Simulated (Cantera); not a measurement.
Equilibrium for silicon carbide growth: CH3SiCl3 + CH4 + H2

Charge: 1 mol CH3SiCl3, 2.9 mol CH4, 49 mol H2, equilibrated at 60000 Pa.

Cantera equilibrium calculation (NASA polynomials, part measured and part estimated; ideal gas, pure solids and liquids). Candidate condensed phases: C, C6H6, C7H8, C8H18, Si, SiC; 109 gas species. The feed counts by its element totals alone. The tables' values for SiCl, SiCl3 are old estimates; treat these amounts as uncertain. Gases not in the tables: Si2H6 and higher silanes. Equilibrium is a limit: real reactors are often held back by kinetics, nucleation or transport.

From 1175 K to 2375 K the condensed part is C(graphite) + SiC(s). The main Si-bearing gas is SiCl4 at 1175 K and SiCl2 at 2375 K.

```csv
T (K),x H2,x HCl,x H,x CH4,x C2H2 (acetylene),x SiCl2,n C(graphite),n SiC(s)
1175,0.938,0.0513,1.53e-7,0.0101,5.98e-8,9.22e-6,2.34,0.981
1325,0.944,0.0519,2.05e-6,0.00359,8.04e-7,2.62e-5,2.70,0.996
1475,0.947,0.0518,1.63e-5,0.00156,6.31e-6,5.89e-5,2.81,0.996
1625,0.947,0.0517,8.86e-5,0.000792,3.37e-5,0.000113,2.86,0.993
1775,0.947,0.0515,0.000364,0.000451,0.000135,0.000192,2.87,0.988
1925,0.946,0.0512,0.00120,0.000281,0.000433,0.000299,2.85,0.982
2075,0.944,0.0508,0.00334,0.000187,0.00117,0.000431,2.78,0.973
2225,0.938,0.0502,0.00810,0.000132,0.00275,0.000584,2.62,0.953
2375,0.925,0.0491,0.0175,9.54e-5,0.00574,0.000750,2.31,0.893
```
x: gas mole fraction; n: condensed amount in mol.
